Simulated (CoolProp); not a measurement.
Properties of oxygen along the isotherm 157.9 K (Tc = 154.6 K, pc = 5046 kPa, ω = 0.022).

Computed with CoolProp (reference Helmholtz-energy equation of state, Schmidt 1985).

```tsv
p (kPa)	phase	Z	cp (kJ/(kg K))	speed of sound (m/s)	isothermal compressibility (1/MPa)	Prandtl number
1150	gas	0.9249	1.028	230.6	0.9443	0.807
2290	gas	0.8404	1.218	220.7	0.5316	0.899
3440	gas	0.7392	1.590	209.5	0.4236	1.08
4590	gas	0.6051	2.704	195.9	0.4552	1.61
5730	supercritical	0.3082	21.63	178.4	1.345	10.3
6880	supercritical	0.2617	4.280	289.1	0.09248	2.85
8030	supercritical	0.2835	3.165	340.8	0.04748	2.22
9180	supercritical	0.3099	2.721	377.9	0.03227	1.97
10300	supercritical	0.3369	2.476	407.3	0.02473	1.82
11500	supercritical	0.3663	2.305	434.0	0.01985	1.72
12600	supercritical	0.3934	2.193	455.5	0.01686	1.66
```

The peak of cp marks the crossing from liquid-like to gas-like fluid above the critical point.

Viscosity comes from a separate model (Lemmon 2004). Thermal conductivity comes from a separate model (Lemmon 2004).
